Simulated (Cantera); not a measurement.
Feed: 1 mol Ti(NMe2)4, 6.9 mol CH4, held at 0.000510 bar.

Method: chemical equilibrium by Gibbs-energy minimisation in Cantera with the NASA 1993 tables (ideal gas, pure condensed phases). Candidate condensed phases: C, C6H6, C7H8, C8H18, Ti, TiC, TiN; 93 gas species. The feed counts by its element totals alone. TiC: taken at fixed stoichiometry. Kinetics and transport are ignored.

x: gas mole fraction; n: condensed amount in mol.

| T (°C) | x H2 | x H | x N2 | x HCN | x C2H2 (acetylene) | x HNC | n C(graphite) | n TiC(s) |
|---|---|---|---|---|---|---|---|---|
| 1225 | 0.927 | 0.000733 | 0.0718 | 0.000269 | 8.17e-6 | 4.51e-6 | 13.9 | 1.00 |
| 1325 | 0.926 | 0.00227 | 0.0716 | 0.000520 | 2.49e-5 | 1.18e-5 | 13.9 | 1.00 |
| 1425 | 0.922 | (withheld) | 0.0712 | (withheld) | (withheld) | (withheld) | 13.9 | 1.00 |
| 1525 | 0.913 | (withheld) | 0.0706 | (withheld) | (withheld) | (withheld) | 13.8 | 1.000 |
| 1625 | 0.895 | 0.0327 | 0.0695 | 0.00241 | 0.000337 | 0.000113 | 13.8 | 1.000 |
| 1725 | 0.862 | 0.0659 | 0.0677 | 0.00353 | 0.000653 | 0.000200 | 13.8 | 1.000 |
| 1825 | 0.806 | 0.122 | 0.0649 | 0.00487 | 0.00115 | 0.000328 | 13.7 | 1.000 |

Question: Some entries are withheld; supply them.

Answer: 
- 1525, x H: 0.0149
- 1525, x HCN: 0.00154
- 1525, x C2H2 (acetylene): 0.000157
- 1525, x HNC: 5.83e-5
- 1425, x H: 0.00615
- 1425, x HCN: 0.000928
- 1425, x C2H2 (acetylene): 6.64e-5
- 1425, x HNC: 2.76e-5
